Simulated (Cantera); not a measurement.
**Stirred combustor or abatement burner**

A perfectly stirred reactor is fed with C3H8 : O2 : N2 : H2O = 1 : 3.33 : 31.7 : 1.6 (molar parts), equivalence ratio 1.5, at 760 Torr; it is adiabatic with a 625 K inlet, and is followed from long to short residence time, starting on the burning branch (τ in s: 0.42, 0.14, 0.048, 0.016, 0.0054, 0.0018, 0.00061, 0.00021, 7e-05).

Cantera simulation using GRI-Mech 3.0 (53 species, 325 reactions); the numbers are that mechanism's predictions, not measurements. GRI-Mech 3.0 was tuned for natural gas; its chemistry of propane as a main component is partial and can be far from experiment.

| τ (s) | T (K) | x C3H8 | x O2 | x H2O | x C2H2 | x NO | x H2O2 |
|---|---|---|---|---|---|---|---|
| 0.42 | 1471 | 1.06e-5 | 0.00107 | 0.105 | 0.00330 | 1.02e-7 | 5.40e-9 |
| 0.14 | 1458 | 2.51e-5 | 0.00200 | 0.105 | 0.00301 | 1.30e-7 | 1.22e-8 |
| 0.048 | 1431 | 6.13e-5 | 0.00387 | 0.106 | 0.00239 | 1.32e-7 | 2.97e-8 |
| 0.016 | 1315 | 0.000349 | 0.0134 | 0.101 | 0.000801 | 1.68e-8 | 3.67e-7 |
| 0.0054 | 625 | 0.0266 | 0.0885 | 0.0425 | <1e-12 | <1e-12 | <1e-12 |
| 0.0018 | 625 | 0.0266 | 0.0885 | 0.0425 | <1e-12 | <1e-12 | <1e-12 |
| 0.00061 | 625 | 0.0266 | 0.0885 | 0.0425 | <1e-12 | <1e-12 | <1e-12 |
| 0.00021 | 625 | 0.0266 | 0.0885 | 0.0425 | <1e-12 | <1e-12 | <1e-12 |
| 7.0e-5 | 625 | 0.0266 | 0.0885 | 0.0425 | <1e-12 | <1e-12 | <1e-12 |
x: mole fraction; the columns are a selection and need not sum to one.
